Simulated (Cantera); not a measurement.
Feed: 1 mol HgO, 5.8 mol H₂, equilibrated at 550 K and 1.00 Torr.

Equilibrium computed with Cantera from the NASA thermochemical tables; the gas is ideal and each condensed phase is pure. Candidate condensed phases: H₂O, Hg, HgO; 10 gas species. Rates play no part.

Base state: H₂ 0.706, H₂O 0.147, Hg 0.147 (mole fractions); condensed: gas only.

Question: What changes in the equilibrium state with this change: H₂ from 5.8 to 0.1 mol?

Answer: 
```
species  before   after
-------  ------  ------
Hg        0.147   0.645
O₂        <1e-9   0.290
H₂O       0.147  0.0645
H₂        0.706   <1e-9
```
